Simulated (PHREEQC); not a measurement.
Make-up at 25 °C: 0.66 mol/kgw Cu(NO3)2. Closed to the air; pH follows from the charge balance.

All values are PHREEQC results (ion-association model, phreeqc.dat), not measurements.

```
Quantity                  Value
-----------------  ------------
pH                         4.02
ionic strength     1.98 mol/kgw
activity of water         0.966
density             1.094 g/cm³
```

```
species     molality  activity   log γ
----------  --------  --------  ------
NO3-            1.32     0.660  -0.301
Cu+2           0.660     0.115  -0.761
H+          0.000132   9.60e-5  -0.139
Cu2(OH)2+2   5.56e-5   5.81e-5   0.019
CuOH+        2.06e-5   1.15e-5  -0.252
Cu(OH)2      1.54e-7   2.43e-7   0.198
```

This is a speciation only: nothing precipitates in the calculation. Ionic strength above about 0.7 mol/kgw puts this run outside the model's range.
